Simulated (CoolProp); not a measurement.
Properties of methane along the isotherm -174.35 °C (Tc = -82.6 °C, pc = 4.599 MPa, ω = 0.011).

Model: reference Helmholtz-energy equation of state, Setzmann 1991, in CoolProp.

| p (MPa) | phase | cv (kJ/(kg K)) | speed of sound (m/s) | Joule-Thomson coefficient (K/MPa) | expansivity (1/kK) | viscosity (µPa s) | Prandtl number |
|---|---|---|---|---|---|---|---|
| 0.958 | liquid | 2.122 | 1471 | -0.4639 | 3.087 | 163 | 2.73 |
| 1.92 | liquid | 2.125 | 1478 | -0.4661 | 3.056 | 164 | 2.74 |
| 2.87 | liquid | 2.127 | 1485 | -0.4683 | 3.026 | ? | 2.76 |
| 3.83 | liquid | 2.130 | 1492 | -0.4704 | 2.996 | 168 | 2.77 |
| 4.79 | liquid | 2.132 | 1499 | -0.4724 | 2.968 | 170 | 2.78 |
| 5.75 | liquid | 2.135 | 1506 | -0.4744 | 2.940 | ? | 2.79 |
| 6.71 | liquid | 2.137 | 1513 | -0.4763 | 2.913 | 173 | 2.81 |
| 7.67 | liquid | 2.140 | 1520 | -0.4781 | 2.886 | 175 | 2.82 |
| 8.62 | liquid | 2.142 | 1526 | -0.4798 | 2.861 | 177 | 2.83 |
| 9.58 | liquid | 2.144 | 1533 | ? | 2.836 | 179 | ? |
| 10.5 | liquid | ? | 1539 | -0.4831 | 2.813 | ? | 2.86 |
| 11.5 | liquid | 2.149 | 1546 | -0.4848 | 2.788 | 182 | 2.87 |

Question: Fill in the missing entries.

Answer: 
- 2.87, viscosity (µPa s): 166
- 5.75, viscosity (µPa s): 172
- 9.58, Joule-Thomson coefficient (K/MPa): -0.4815
- 9.58, Prandtl number: 2.85
- 10.5, cv (kJ/(kg K)): 2.146
- 10.5, viscosity (µPa s): 181

Viscosity comes from a separate model (Quiñones-Cisneros 2006). Thermal conductivity comes from a separate model (Friend 1989).
